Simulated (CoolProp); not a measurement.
Benzene at several states: Z from the reference equation and from simpler models built on Tc = 288.9 °C, pc = 4.906 MPa, ω = 0.211; each cubic takes its own stable root.

Computed with CoolProp (reference Helmholtz-energy equation of state, Thol 2012).

```
T (°C)  p (MPa)   phase  reference
------  -------  ------  ---------
328.95   0.0303     gas     0.9983
129.65     6.39  liquid     0.1945
199.95     5.55  liquid     0.1635
87.15     0.111     gas     0.9651
183.85   0.0344     gas     0.9953
37.75     0.081  liquid   0.002847
```

Q: How far does each simpler model (van der Waals, Redlich-Kwong, Soave-Redlich-Kwong, Peng-Robinson) lie from the reference over these 6 states: mean and median of the absolute difference, and the worst?

A: 
- van der Waals: mean 5743.6 %, median 29.7 %, worst +34343.3 % at 37.75 °C and 0.081 MPa
- Redlich-Kwong: mean 6.5 %, median 6.2 %, worst +14.8 % at 199.95 °C and 5.55 MPa
- Soave-Redlich-Kwong: mean 5.0 %, median 4.6 %, worst +11.1 % at 199.95 °C and 5.55 MPa
- Peng-Robinson: mean 1.5 %, median 1.1 %, worst -3.8 % at 129.65 °C and 6.39 MPa

At some of these states van der Waals gives the other phase, because its saturation line lies elsewhere.
